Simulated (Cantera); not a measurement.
Charge: 1 mol Hg, 0.88 mol O₂, 0.4 mol N₂, equilibrated at 1573.15 K and 10000 Pa.

Method: chemical equilibrium by Gibbs-energy minimisation in Cantera with the NASA 1993 tables (ideal gas, pure condensed phases). Candidate condensed phases: Hg, HgO; 10 gas species. Rates play no part.

Base state: Hg 0.439, O₂ 0.385, N₂ 0.175, NO 0.00110, O 2.05e-5 (mole fractions); condensed: gas only.

Task: What changes in the equilibrium state with this change: temperature from 1573.15 K to 1500 K?

Result: 
```tsv
species	before	after
Hg	0.439	0.439
O₂	0.385	0.386
N₂	0.175	0.175
NO	0.00110	0.000781
O	2.05e-5	7.96e-6
```

Task: What changes in the equilibrium state with this change: temperature from 1573.15 K to 823.15 K?

Result: 
| species | before | after |
|---|---|---|
| Hg | 0.439 | 0.439 |
| O₂ | 0.385 | 0.386 |
| N₂ | 0.175 | 0.175 |
| NO | 0.00110 | 1.89e-6 |
| O | 2.05e-5 | <1e-9 |
